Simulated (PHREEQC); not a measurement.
## Reverse-osmosis permeate (model solution)

Synthetic water in mg/kgw, 25 °C, pH 6.12, pe 3:

```tsv
constituent	mg/kgw
Na	1.3
K	15
Ca	6.07
Mg	0.0125
Cl	3.68
S(6) as SO4	16.8
Alkalinity as HCO3	17.8
Si as SiO2	0.0188
B	0.0124
```

Valence states are taken as typed.

Model: ion-association model, wateq4f.dat, run in PHREEQC.

Each row changes one thing in this solution. No solid was allowed to form.

```json
[
 {"case": "as made", "CO2 (mol/kgw)": "0.000480", "HCO3- (mol/kgw)": "0.000292", "CaSO4 (mol/kgw)": "3.75e-6", "Mg+2 (mol/kgw)": "4.98e-7", "CaHCO3+ (mol/kgw)": "4.74e-7", "KSO4- (mol/kgw)": "3.97e-7", "SI of Quartz (SiO2)": "-2.52", "SI of Gypsum (CaSO4:2H2O)": "-3.14"},
 {"case": "all concentrations times 3 at the same typed pH", "CO2 (mol/kgw)": "0.00140", "HCO3- (mol/kgw)": "0.000872", "CaSO4 (mol/kgw)": "2.60e-5", "Mg+2 (mol/kgw)": "1.43e-6", "CaHCO3+ (mol/kgw)": "(withheld)", "KSO4- (mol/kgw)": "3.14e-6", "SI of Quartz (SiO2)": "-2.05", "SI of Gypsum (CaSO4:2H2O)": "-2.30"},
 {"case": "K from 15 to 7.5 mg/kgw", "CO2 (mol/kgw)": "0.000481", "HCO3- (mol/kgw)": "0.000292", "CaSO4 (mol/kgw)": "3.80e-6", "Mg+2 (mol/kgw)": "4.98e-7", "CaHCO3+ (mol/kgw)": "(withheld)", "KSO4- (mol/kgw)": "(withheld)", "SI of Quartz (SiO2)": "-2.52", "SI of Gypsum (CaSO4:2H2O)": "-3.14"},
 {"case": "pH from 6.12 to 5.5 at the same alkalinity", "CO2 (mol/kgw)": "(withheld)", "HCO3- (mol/kgw)": "0.000295", "CaSO4 (mol/kgw)": "3.75e-6", "Mg+2 (mol/kgw)": "4.98e-7", "CaHCO3+ (mol/kgw)": "4.78e-7", "KSO4- (mol/kgw)": "3.97e-7", "SI of Quartz (SiO2)": "-2.52", "SI of Gypsum (CaSO4:2H2O)": "-3.14"},
 {"case": "pH from 6.12 to 7.12 at the same alkalinity", "CO2 (mol/kgw)": "4.78e-5", "HCO3- (mol/kgw)": "0.000291", "CaSO4 (mol/kgw)": "3.75e-6", "Mg+2 (mol/kgw)": "4.98e-7", "CaHCO3+ (mol/kgw)": "(withheld)", "KSO4- (mol/kgw)": "3.97e-7", "SI of Quartz (SiO2)": "-2.52", "SI of Gypsum (CaSO4:2H2O)": "-3.14"}
]
```

Question: Complete the blanks.

Answer: 
- all concentrations times 3 at the same typed pH, CaHCO3+ (mol/kgw): 3.72e-6
- K from 15 to 7.5 mg/kgw, CaHCO3+ (mol/kgw): 4.77e-7
- K from 15 to 7.5 mg/kgw, KSO4- (mol/kgw): 2.00e-7
- pH from 6.12 to 5.5 at the same alkalinity, CO2 (mol/kgw): 0.00202
- pH from 6.12 to 7.12 at the same alkalinity, CaHCO3+ (mol/kgw): 4.72e-7
